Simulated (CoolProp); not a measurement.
Vapour-liquid equilibrium of benzene (1) + o-xylene (2) at 22.25 °C; x and y are mole fractions of (1).

The numbers come from the multi-fluid Helmholtz-energy mixture model, Thol 2012 and Zhou 2012; pair parameters Bell 2016 in CoolProp.

| x | bubble pressure, mixture model (bar) | bubble pressure, Raoult's law (bar) | y, mixture model | y, Raoult's law |
|---|---|---|---|---|
| 0.05 | 0.01175 | 0.01281 | 0.387 | 0.436 |
| 0.125 | 0.01961 | 0.02061 | 0.665 | 0.677 |
| 0.2 | 0.02891 | 0.02842 | 0.796 | 0.786 |
| 0.275 | 0.03896 | 0.03622 | 0.865 | 0.848 |
| 0.35 | 0.04905 | 0.04402 | 0.905 | 0.888 |
| 0.425 | 0.05865 | 0.05183 | 0.930 | 0.916 |
| 0.5 | 0.06742 | 0.05963 | 0.947 | 0.936 |
| 0.575 | 0.07524 | 0.06743 | 0.959 | 0.952 |
| 0.65 | 0.08220 | 0.07523 | 0.968 | 0.965 |
| 0.725 | 0.08851 | 0.08304 | 0.975 | 0.975 |
| 0.8 | 0.09448 | 0.09084 | 0.981 | 0.983 |
| 0.875 | 0.1005 | 0.09864 | 0.988 | 0.990 |
| 0.95 | 0.1069 | 0.1064 | 0.995 | 0.996 |

The largest gap from Raoult's law is +13.2 % in bubble pressure, at x = 0.425. No azeotrope shows between x = 0.05 and 0.95.

Pair parameters are fitted to limited data, so mixtures are less certain than the pure fluids. The gap from Raoult's law changes sign with composition, which may be real or a fault of the pair parameters; it wasn't checked against measurements.
